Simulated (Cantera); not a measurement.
Cantera run, input and output.

```python
import numpy as np
import cantera as ct

gas = ct.Solution("gri30.yaml")
gas.TPX = 1123, 4400, {'N2O': 1, 'N2': 0.13}
reactor = ct.IdealGasConstPressureReactor(gas, energy="off", clone=False)
net = ct.ReactorNet([reactor])
net.rtol, net.atol = 1e-08, 1e-18
show = ['N2O', 'NO2', 'N2', 'O', 'NO']
times = np.geomspace(3e-05, 40, 9)

steps = ct.SolutionArray(gas, extra=["t"])
rows = []
print(f"{'t/s':>10s}{'T/K':>9s}{'P/Pa':>11s}" + "".join(f"{s:>11s}" for s in show))
for t in times:
    while net.time < t:
        t_next = net.step()
        steps.append(gas.state, t=t_next)
    rows.append([np.interp(t, steps.t, y) for y in (steps.T, steps.P, *steps(*show).X.T)])
    print(f"{t:10.3e}{rows[-1][0]:9.1f}{rows[-1][1]:11.4g}" + "".join(f"{x:11.3e}" for x in rows[-1][2:]))
rate = np.gradient(steps.T, steps.t)
print("integrator steps:", len(steps.t))
if steps.T.max() > steps.T[0] + 200:
    print(f"time of steepest temperature rise: {steps.t[rate.argmax()]:.4e} s")
gas.TPX = 1123, 4400, {'N2O': 1, 'N2': 0.13}
gas.equilibrate("TP")
print(f"equilibrium (TP): T = {gas.T:.1f} K  " + "  ".join(f"{s} {gas[s].X[0]:.3e}" for s in show))
```

It prints:

```
       t/s      T/K       P/Pa        N2O        NO2         N2          O         NO
 3.000e-05   1123.0       4400  8.850e-01  5.201e-19  1.150e-01  7.006e-08  8.150e-10
 1.749e-04   1123.0       4400  8.850e-01  3.845e-16  1.150e-01  2.936e-07  2.219e-08
 1.019e-03   1123.0       4400  8.849e-01  7.630e-14  1.150e-01  5.021e-07  3.130e-07
 5.943e-03   1123.0       4400  8.849e-01  3.737e-12  1.151e-01  5.053e-07  2.193e-06
 3.464e-02   1123.0       4400  8.847e-01  1.334e-10  1.152e-01  5.053e-07  1.315e-05
 2.019e-01   1123.0       4400  8.835e-01  4.314e-09  1.160e-01  5.053e-07  7.695e-05
 1.177e+00   1123.0       4400  8.765e-01  1.085e-07  1.204e-01  5.052e-07  4.465e-04
 6.862e+00   1123.0       4400  8.370e-01  1.262e-06  1.451e-01  5.047e-07  2.525e-03
 4.000e+01   1123.0       4400  6.472e-01  7.450e-06  2.641e-01  5.013e-07  1.249e-02
integrator steps: 765
equilibrium (TP): T = 1123.0 K  N2O 1.727e-09  NO2 7.545e-07  N2 6.932e-01  O 1.169e-08  NO 1.189e-04
```

Computed with Cantera and GRI-Mech 3.0 (53 species, 325 reactions). GRI-Mech 3.0 was tuned for natural gas; its chemistry of N2O as a main component is partial and can be far from experiment. Radical loss at walls, strong at low pressure, is not modelled. The mechanism lacks the step 2 NO + O2 → 2 NO2, which can matter for NO2 below about 1400 K. The temperature is held fixed by assumption; the heat of reaction is taken as removed at once.
